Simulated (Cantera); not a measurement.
**Diamond growth**

A diamond (100) surface in a fixed gas of H2 with x(CH4) = 0.014, x(H) = 0.006, x(CH3) = 2.4e-05, at 975 K; coverages are run to steady state.

Detailed kinetics in Cantera: the Harris–Goodwin 1993 mechanism for the reconstructed diamond (100) surface.

```tsv
P (Pa)	growth (µm/h)	θ c6HH	θ c6H*	θ c6*H	θ c6**	θ c6HM
1300	0.138	0.618	0.0161	0.355	0.00807	0.00227
1800	0.194	0.618	0.0161	0.355	0.00807	0.00231
2600	0.284	0.618	0.0161	0.354	0.00807	0.00234
3700	0.408	0.618	0.0162	0.354	0.00808	0.00236
5100	0.566	0.618	0.0162	0.354	0.00808	0.00238
7200	0.803	0.618	0.0162	0.354	0.00808	0.00239
10000	1.12	0.618	0.0162	0.354	0.00809	0.00240
14000	1.57	0.618	0.0163	0.354	0.00809	0.00240
```
θ: site fractions in the mechanism's names (c6HH fully hydrogenated, c6H* and c6*H radical sites, c6** diradical, c6HM methylated).
